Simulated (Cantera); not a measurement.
An isothermal, constant-pressure homogeneous reactor starts with NH₃ : N₂ = 1 : 2.3 (molar parts), at 1698 K and 75.0 Torr.

Cantera simulation using the gas-phase N/H chemistry of the illustrative SiF4/NH3 mechanism in the Surface Chemkin manual (1991); the numbers are that mechanism's predictions, not measurements. Walls and surfaces, which speed up NH3 decomposition in real reactors, are not modelled.

Predict: x(NH₃) at 30.0 s; x(N₂H₂) at 30.0 s; x(NH₂) at 30.0 s; x(N) at 30.0 s; x(H₂) at 30.0 s.


```
Quantity                                              Value
-----------------  ----------------------------------------
x(NH₃) at 30.0 s     0.0237 (gas-phase equilibrium 6.01e-7)
x(N₂H₂) at 30.0 s    2.04e-8 (gas-phase equilibrium <1e-12)
x(NH₂) at 30.0 s    2.27e-5 (gas-phase equilibrium 1.19e-9)
x(N) at 30.0 s     5.96e-8 (gas-phase equilibrium 1.36e-11)
x(H₂) at 30.0 s         0.322 (gas-phase equilibrium 0.349)
```
